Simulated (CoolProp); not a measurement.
Vapour-liquid equilibrium of benzene (1) + octamethylcyclotetrasiloxane (D4) (2) at 34.35 °C; x and y are mole fractions of (1).

The numbers come from the multi-fluid Helmholtz-energy mixture model, Thol 2012 and Thol 2015; pair parameters Bell 2016 in CoolProp.

```json
[
 {"x": "0.05", "bubble pressure, mixture model (kPa)": "…", "bubble pressure, Raoult's law (kPa)": "1.211", "y, mixture model": "0.787", "y, Raoult's law": "0.794"},
 {"x": "0.15", "bubble pressure, mixture model (kPa)": "3.285", "bubble pressure, Raoult's law (kPa)": "3.110", "y, mixture model": "…", "y, Raoult's law": "0.928"},
 {"x": "0.25", "bubble pressure, mixture model (kPa)": "5.516", "bubble pressure, Raoult's law (kPa)": "5.008", "y, mixture model": "0.965", "y, Raoult's law": "0.961"},
 {"x": "0.35", "bubble pressure, mixture model (kPa)": "7.632", "bubble pressure, Raoult's law (kPa)": "6.906", "y, mixture model": "0.978", "y, Raoult's law": "0.975"},
 {"x": "0.45", "bubble pressure, mixture model (kPa)": "9.542", "bubble pressure, Raoult's law (kPa)": "8.804", "y, mixture model": "0.985", "y, Raoult's law": "0.984"},
 {"x": "0.55", "bubble pressure, mixture model (kPa)": "11.27", "bubble pressure, Raoult's law (kPa)": "10.70", "y, mixture model": "0.989", "y, Raoult's law": "0.989"},
 {"x": "0.65", "bubble pressure, mixture model (kPa)": "12.91", "bubble pressure, Raoult's law (kPa)": "12.60", "y, mixture model": "…", "y, Raoult's law": "0.993"},
 {"x": "0.75", "bubble pressure, mixture model (kPa)": "14.58", "bubble pressure, Raoult's law (kPa)": "14.50", "y, mixture model": "0.995", "y, Raoult's law": "0.995"},
 {"x": "0.85", "bubble pressure, mixture model (kPa)": "…", "bubble pressure, Raoult's law (kPa)": "16.40", "y, mixture model": "0.997", "y, Raoult's law": "0.998"},
 {"x": "0.95", "bubble pressure, mixture model (kPa)": "18.27", "bubble pressure, Raoult's law (kPa)": "18.29", "y, mixture model": "0.999", "y, Raoult's law": "0.999"}
]
```

Q: Fill in the missing entries.

A: 
- 0.05, bubble pressure, mixture model (kPa): 1.172
- 0.15, y, mixture model: 0.933
- 0.65, y, mixture model: 0.992
- 0.85, bubble pressure, mixture model (kPa): 16.36

The largest gap from Raoult's law is +10.5 % in bubble pressure, at x = 0.35. No azeotrope shows between x = 0.05 and 0.95.

The pair parameters rest on a limited set of measurements; away from them the model extrapolates. The gap from Raoult's law changes sign with composition, which may be real or a fault of the pair parameters; it wasn't checked against measurements.
